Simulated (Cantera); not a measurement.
Feed: 1 mol C₆H₆, 0.19 mol H₂O, 8.2 mol H₂, at 723 K and 0.240 bar.

Cantera equilibrium calculation (NASA polynomials, part measured and part estimated; ideal gas, pure solids and liquids). Candidate condensed phases: C, C₆H₆, C₇H₈, C₈H₁₈, H₂O; 110 gas species. Equilibrium is a limit: real reactors are often held back by kinetics, nucleation or transport.

Base state: H₂ 0.566, CH₄ 0.411, H₂O 0.0222, CO 0.000800, CO₂ 0.000241 (mole fractions); condensed: C(graphite).

Question: What changes in the equilibrium state with this change: temperature from 723 K to 2523.15 K?

Answer: 
```csv
species,before,after
H₂,0.566,0.919
H,<1e-9,0.0544
CO,0.000800,0.0160
CH₄,0.411,2.93e-5
C₂H₂ (acetylene),<1e-9,0.0109
H₂O,0.0222,8.08e-8
CO₂,0.000241,<1e-9
C₄H₂,<1e-9,5.39e-5
C₂H,<1e-9,4.89e-5
"C(graphite), mol",2.67,5.54
```

Question: What changes in the equilibrium state with this change: temperature from 723 K to 1798 K?

Answer: 
| species | before | after |
|---|---|---|
| H₂ | 0.566 | 0.983 |
| CO | 0.000800 | 0.0164 |
| H | <1e-9 | 0.000712 |
| CH₄ | 0.411 | 0.000179 |
| H₂O | 0.0222 | 1.11e-6 |
| C₂H₂ (acetylene) | <1e-9 | 0.000170 |
| CO₂ | 0.000241 | 4.88e-9 |
| C(graphite), mol | 2.67 | 5.80 |
